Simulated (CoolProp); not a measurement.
Ethylene along the isobar 9.97 bar: density (kg/m³) from the reference equation and from simpler models built on Tc = 9.2 °C, pc = 50.42 bar, ω = 0.087; each cubic takes its own stable root.

Computed with CoolProp (reference Helmholtz-energy equation of state, Smukala 2000).

```csv
T (°C),phase,reference
-66.45,liquid,510.9
-56.35,liquid,492.8
-46.25,gas,17.42
-36.25,gas,16.27
-26.15,gas,15.30
-16.05,gas,14.47
-5.95,gas,13.75
4.05,gas,13.11
14.15,gas,12.54
24.25,gas,12.02
34.25,gas,11.55
44.35,gas,11.12
54.45,gas,10.73
64.55,gas,10.36
74.55,gas,10.03
84.65,gas,9.710
```

Task: How far does each simpler model (van der Waals, Redlich-Kwong, Soave-Redlich-Kwong, Peng-Robinson) lie from the reference over these 16 states: mean and median of the absolute difference, and the worst?

Result: 
- van der Waals: mean 13.1 %, median 0.9 %, worst -96.4 % at -56.35 °C and 9.97 bar
- Redlich-Kwong: mean 1.0 %, median 0.2 %, worst -6.7 % at -56.35 °C and 9.97 bar
- Soave-Redlich-Kwong: mean 0.8 %, median 0.1 %, worst -5.7 % at -56.35 °C and 9.97 bar
- Peng-Robinson: mean 1.5 %, median 0.8 %, worst +7.8 % at -66.45 °C and 9.97 bar

At some of these states van der Waals gives the other phase, because its saturation line lies elsewhere.
